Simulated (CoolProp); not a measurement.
R245fa along the isobar 245 kPa: Z from the reference equation and from simpler models built on Tc = 427.0 K, pc = 3651 kPa, ω = 0.378; each cubic takes its own stable root.

Values from CoolProp's reference Helmholtz-energy equation of state, Akasaka 2015.

| T (K) | phase | reference |
|---|---|---|
| 330 | gas | 0.9381 |
| 343.7 | gas | 0.9475 |
| 357.5 | gas | 0.9551 |
| 371.2 | gas | 0.9613 |
| 385 | gas | 0.9664 |
| 398.7 | gas | 0.9706 |
| 412.5 | gas | 0.9742 |
| 426.2 | gas | 0.9772 |
| 440 | gas | 0.9798 |

Problem. How far does each simpler model (Pitzer virial, van der Waals, Peng-Robinson) lie from the reference over these 9 states: mean and median of the absolute difference, and the worst?

Solution. 
- Pitzer virial: mean 0.1 %, median 0.1 %, worst +0.2 % at 330 K and 245 kPa
- van der Waals: mean 1.0 %, median 0.8 %, worst +2.6 % at 330 K and 245 kPa
- Peng-Robinson: mean 0.2 %, median 0.3 %, worst -0.3 % at 412.5 K and 245 kPa
